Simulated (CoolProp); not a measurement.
Vapour-liquid equilibrium of n-hexane (1) + p-xylene (2) at 129 kPa; x and y are mole fractions of (1).

Values from CoolProp's multi-fluid Helmholtz-energy mixture model, Thol 2019 and Zhou 2012; pair parameters Bell 2016.

Task: Give the bubble temperature and the first vapour's composition at x = 0.15, 0.25, 0.65. Is there an azeotrope?

Result: x = 0.15: 395.9 K, y = 0.551; x = 0.25: 385.2 K, y = 0.707; x = 0.65: 361.6 K, y = 0.929. No azeotrope shows between x = 0.05 and 0.95.

The pair parameters rest on a limited set of measurements; away from them the model extrapolates.
